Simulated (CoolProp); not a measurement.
R113 along the isobar 12.8 MPa: Z from the reference equation and from simpler models built on Tc = 487.2 K, pc = 3.392 MPa, ω = 0.253; each cubic takes its own stable root.

Values from CoolProp's reference Helmholtz-energy equation of state, Marx 1992.

```
T (K)          phase  reference
-----  -------------  ---------
399.9         liquid     0.5272
411           liquid     0.5233
422.1         liquid     0.5203
433.2         liquid     0.5181
444.4         liquid     0.5169
455.5         liquid     0.5168
466.6         liquid     0.5176
477.7         liquid     0.5196
488.9  supercritical     0.5228
500    supercritical     0.5273
```

Question: How far does each simpler model (van der Waals, Redlich-Kwong, Soave-Redlich-Kwong, Peng-Robinson) lie from the reference over these 10 states: mean and median of the absolute difference, and the worst?

Answer: 
- van der Waals: mean 41.8 %, median 42.3 %, worst +47.8 % at 399.9 K and 12.8 MPa
- Redlich-Kwong: mean 8.4 %, median 8.5 %, worst +8.5 % at 433.2 K and 12.8 MPa
- Soave-Redlich-Kwong: mean 7.1 %, median 7.0 %, worst +8.6 % at 500 K and 12.8 MPa
- Peng-Robinson: mean 4.3 %, median 4.5 %, worst -5.7 % at 399.9 K and 12.8 MPa
